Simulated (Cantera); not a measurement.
A perfectly stirred reactor is fed with CH₄ : H₂O : H₂ = 1 : 3.1 : 1.8 (molar parts), at 5.00 bar; it is held at 2200 K, and followed from long to short residence time.

Computed with Cantera and GRI-Mech 3.0 (53 species, 325 reactions).

### Question
Predict: x(CH₄) at τ = 0.890 s; x(H₂O) at τ = 0.890 s; x(H₂) at τ = 0.890 s; x(CO) at τ = 0.890 s; x(CH₄) at τ = 11.0 ms; x(H₂O) at τ = 11.0 ms; x(H₂) at τ = 11.0 ms; x(CO) at τ = 11.0 ms.

### Answer
```
Item                     Value
---------------------  -------
x(CH₄) at τ = 0.890 s  9.82e-5
x(H₂O) at τ = 0.890 s    0.256
x(H₂) at τ = 0.890 s     0.615
x(CO) at τ = 0.890 s     0.117
x(CH₄) at τ = 11.0 ms  0.00490
x(H₂O) at τ = 11.0 ms    0.269
x(H₂) at τ = 11.0 ms     0.603
x(CO) at τ = 11.0 ms     0.110
```
